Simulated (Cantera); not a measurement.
Charge: 1 mol KCl, 33 mol H2, 16 mol N2, held at 3.70 mbar.

Method: chemical equilibrium by Gibbs-energy minimisation in Cantera with the NASA 1993 tables (ideal gas, pure condensed phases). Candidate condensed phases: K, KCl, NH4Cl; 17 gas species. The numbers say what is thermodynamically allowed, not how fast it happens.

x: gas mole fraction; n: condensed amount in mol.

```csv
T (K),x H2,x N2,x KCl,x K2Cl2,x K,x HCl,n KCl(s)
823,0.673,0.326,0.000154,3.17e-5,1.13e-7,1.13e-7,0.989
873,0.673,0.326,0.000908,0.000235,6.62e-7,6.62e-7,0.932
923,0.670,0.325,0.00437,0.00138,3.18e-6,3.18e-6,0.648
973,0.662,0.321,0.0130,0.00355,1.10e-5,1.10e-5,0
1023,0.661,0.321,0.0163,0.00186,2.34e-5,2.34e-5,0
1073,0.661,0.320,0.0183,0.000856,4.40e-5,4.40e-5,0
1123,0.660,0.320,0.0192,0.000380,7.62e-5,7.62e-5,0
1173,0.660,0.320,0.0195,___,___,___,0
1223,0.660,0.320,0.0196,8.10e-5,0.000194,0.000194,0
1273,0.660,0.320,0.0196,4.01e-5,0.000290,0.000290,0
1323,0.660,0.320,0.0195,2.08e-5,0.000422,0.000422,0
1373,0.659,0.320,0.0194,___,___,___,0
1423,0.659,0.320,0.0192,6.31e-6,0.000817,0.000817,0
```

### Question
What belongs in the gaps?

### Answer

- 1173, x K2Cl2: 0.000172
- 1173, x K: 0.000124
- 1173, x HCl: 0.000124
- 1373, x K2Cl2: 1.13e-5
- 1373, x K: 0.000594
- 1373, x HCl: 0.000595
